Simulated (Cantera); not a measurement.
A closed system holds: 1 mol CHF3, 0.1 mol HCl, 7.5 mol H2, equilibrated at 180 Torr.

Method: chemical equilibrium by Gibbs-energy minimisation in Cantera with the NASA 1993 tables (ideal gas, pure condensed phases). Candidate condensed phases: C, C6H6, C7H8, C8H18; 118 gas species. The numbers say what is thermodynamically allowed, not how fast it happens.

log p: log10 of the partial pressure in bar; n: condensed amount in mol.

```
T (K)  log p H2  log p H  log p HF  log p C2H2 (acetylene)  log p HCl  log p C3  log p CH4  n C(graphite)
-----  --------  -------  --------  ----------------------  ---------  --------  ---------  -------------
1025      -0.80    -8.76     -1.12                   -9.45      -2.60      <-12      -2.73          0.925
1225      -0.79    -6.90     -1.12                   -7.58      -2.60      <-12      -3.46          0.986
1425      -0.79    -5.56     -1.12                   -6.24      -2.60      <-12      -4.00          0.996
1625      -0.79    -4.55     -1.12                   -5.24      -2.60      <-12      -4.41          0.998
1825      -0.79    -3.75     -1.13                   -4.46      -2.60    -12.61      -4.73          0.996
2025      -0.79    -3.11     -1.13                   -3.83      -2.60    -10.29      -4.98          0.988
2225      -0.80        ?     -1.13                       ?      -2.61         ?          ?          0.962
2425      -0.81    -2.15     -1.13                   -2.92      -2.62     -6.83      -5.39          0.900
2625      -0.83    -1.79     -1.14                   -2.58      -2.65     -5.50      -5.58          0.777
2825          ?        ?     -1.16                       ?          ?         ?          ?              ?
3025      -0.97    -1.25     -1.18                   -2.14      -2.79     -3.39      -6.06          0.178
3225      -1.09    -1.06     -1.22                   -2.24      -2.93     -2.86      -6.48              0
3425      -1.25    -0.93     -1.27                   -2.56      -3.12     -2.65      -7.05              0
```

### Question
What belongs in the gaps?

### Answer

- 2225, log p H: -2.59
- 2225, log p C2H2 (acetylene): -3.33
- 2225, log p C3: -8.40
- 2225, log p CH4: -5.20
- 2825, log p H2: -0.88
- 2825, log p H: -1.49
- 2825, log p C2H2 (acetylene): -2.33
- 2825, log p HCl: -2.70
- 2825, log p C3: -4.37
- 2825, log p CH4: -5.79
- 2825, n C(graphite): 0.560
